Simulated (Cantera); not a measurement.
## Counterflow diffusion flame

A counterflow diffusion flame at 101000 Pa, nozzles 20 mm apart: fuel side H₂ : N₂ = 1 : 0.32 (molar parts) at 475 K, oxidiser side O₂ : N₂ = 0.18 : 0.82 (molar parts) at 723 K, fuel mass flux 0.54 times the oxidiser's; mixture-averaged transport, no radiation.

Computed with Cantera and the H2/O2 subset of GRI-Mech 3.0, which has no nitrogen chemistry. The maximum strain rate includes the flame's own expansion and is several times the mean.

| oxidiser flux (kg/m²/s) | max strain (1/s) | mean strain (1/s) | T max (K) | peak x OH | peak x H | peak x H₂O | peak x HO₂ |
|---|---|---|---|---|---|---|---|
| 0.61 | 453 | 140 | 2296 | 0.0158 | 0.0146 | 0.241 | 3.63e-5 |
| 0.88 | 635 | 202 | 2246 | 0.0159 | 0.0168 | 0.238 | 4.61e-5 |
| 1.3 | 920 | 299 | 2191 | 0.0159 | 0.0193 | 0.235 | 5.67e-5 |
| 1.8 | 1250 | 414 | 2148 | 0.0160 | 0.0216 | 0.233 | 6.65e-5 |
| 2.7 | 1830 | 620 | 2085 | 0.0158 | 0.0249 | 0.230 | 7.95e-5 |
| 3.9 | 2590 | 896 | 2023 | 0.0153 | 0.0280 | 0.227 | 9.17e-5 |
| 5.6 | 3660 | 1290 | 1959 | 0.0147 | 0.0312 | 0.224 | 0.000104 |
| 8.1 | 5190 | 1860 | 1895 | 0.0140 | 0.0345 | 0.221 | 0.000115 |
x: mole fraction; the columns are a selection and need not sum to one.
